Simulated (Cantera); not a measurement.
Stirred combustor or abatement burner

A perfectly stirred reactor is fed with 7.29 % CO, 0.277 % H2, 10.2 % CH4, 17.3 % O2, 65.0 % N2, at 0.987 atm; it is adiabatic with a 800 K inlet, and is followed from long to short residence time, starting on the burning branch (τ in s: 0.18, 0.087, 0.041, 0.02, 0.0093, 0.0044, 0.0021, 0.00099, 0.00047, 0.00022, 0.00011, 5.1e-05, 2.4e-05).

Model: GRI-Mech 3.0 (53 species, 325 reactions), integrated in Cantera.

```json
[
 {"τ (s)": "0.18", "T (K)": "2392", "x CO": "0.0975", "x H2": "0.0371", "x CH4": "2.22e-6", "x C2H4": "1.07e-10", "x C2H": "1.08e-11"},
 {"τ (s)": "0.087", "T (K)": "2388", "x CO": "0.0976", "x H2": "0.0371", "x CH4": "4.07e-6", "x C2H4": "3.62e-10", "x C2H": "3.33e-11"},
 {"τ (s)": "0.041", "T (K)": "2381", "x CO": "0.0976", "x H2": "0.0372", "x CH4": "7.16e-6", "x C2H4": "1.11e-9", "x C2H": "9.83e-11"},
 {"τ (s)": "0.020", "T (K)": "2372", "x CO": "0.0977", "x H2": "0.0373", "x CH4": "1.16e-5", "x C2H4": "2.83e-9", "x C2H": "2.49e-10"},
 {"τ (s)": "0.0093", "T (K)": "2356", "x CO": "0.0978", "x H2": "0.0374", "x CH4": "1.88e-5", "x C2H4": "6.82e-9", "x C2H": "6.07e-10"},
 {"τ (s)": "0.0044", "T (K)": "2335", "x CO": "0.0980", "x H2": "0.0376", "x CH4": "3.02e-5", "x C2H4": "1.51e-8", "x C2H": "1.37e-9"},
 {"τ (s)": "0.0021", "T (K)": "2308", "x CO": "0.0984", "x H2": "0.0380", "x CH4": "4.92e-5", "x C2H4": "3.32e-8", "x C2H": "3.01e-9"},
 {"τ (s)": "0.00099", "T (K)": "2274", "x CO": "0.0989", "x H2": "0.0384", "x CH4": "8.43e-5", "x C2H4": "7.82e-8", "x C2H": "6.92e-9"},
 {"τ (s)": "0.00047", "T (K)": "2237", "x CO": "0.0998", "x H2": "0.0388", "x CH4": "0.000152", "x C2H4": "2.03e-7", "x C2H": "1.68e-8"},
 {"τ (s)": "0.00022", "T (K)": "2196", "x CO": "0.101", "x H2": "0.0392", "x CH4": "0.000298", "x C2H4": "6.37e-7", "x C2H": "4.57e-8"},
 {"τ (s)": "0.00011", "T (K)": "2154", "x CO": "0.104", "x H2": "0.0394", "x CH4": "0.000600", "x C2H4": "2.22e-6", "x C2H": "1.23e-7"},
 {"τ (s)": "5.1e-5", "T (K)": "2081", "x CO": "0.112", "x H2": "0.0398", "x CH4": "0.00161", "x C2H4": "1.39e-5", "x C2H": "3.92e-7"},
 {"τ (s)": "2.4e-5", "T (K)": "800", "x CO": "0.0729", "x H2": "0.00277", "x CH4": "0.102", "x C2H4": "<1e-12", "x C2H": "<1e-12"}
]
```
x: mole fraction; the columns are a selection and need not sum to one.
